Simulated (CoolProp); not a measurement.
Vapour pressure (bar) of octamethyltrisiloxane (MDM): the reference equation beside estimates from Tc = 565.4 K, pc = 14.38 bar, ω = 0.528. Clausius-Clapeyron is anchored at 332.9 K with a constant enthalpy of vaporisation of 45.11 kJ/mol.

Model: reference Helmholtz-energy equation of state, Thol 2017, in CoolProp.

```csv
T (K),reference,Clausius-Clapeyron,van der Waals,Redlich-Kwong,Soave-Redlich-Kwong,Peng-Robinson
265,0.0004010,0.0005532,0.2546,0.01265,0.0004740,0.0005738
282,0.001605,0.001901,…,0.03139,0.001791,0.002079
299,0.005278,…,0.5787,0.06841,0.005650,0.006338
315.9,…,0.01499,0.8175,0.1337,0.01527,0.01666
332.9,0.03603,0.03603,1.119,0.2410,0.03669,0.03913
349.9,0.07902,0.07953,1.490,0.4047,0.07939,0.08312
366.8,0.1573,0.1625,…,0.6395,0.1567,0.1617
383.8,0.2907,0.3129,2.460,…,0.2884,0.2940
400.8,0.5026,0.5699,3.073,1.398,0.4981,0.5029
417.7,0.8193,0.9856,3.774,1.951,0.8128,0.8145
434.7,1.277,1.638,4.575,2.648,1.270,1.266
451.7,1.910,2.620,5.478,3.503,1.907,1.893
468.6,2.753,4.041,6.479,…,…,2.733
```

**Question.** Complete the blanks.

**Answer.** 
- 282, van der Waals: 0.3930
- 299, Clausius-Clapeyron: 0.005677
- 315.9, reference: 0.01469
- 366.8, van der Waals: 1.933
- 383.8, Redlich-Kwong: 0.9651
- 468.6, Redlich-Kwong: 4.525
- 468.6, Soave-Redlich-Kwong: 2.760

Absolute difference from the reference over all 13 rows, mean and median: Clausius-Clapeyron 17.2 and 13.4 %, van der Waals 8632.7 and 1128.9 %, Redlich-Kwong 692.9 and 306.5 %, Soave-Redlich-Kwong 3.6 and 0.8 %, Peng-Robinson 9.8 and 2.8 %.
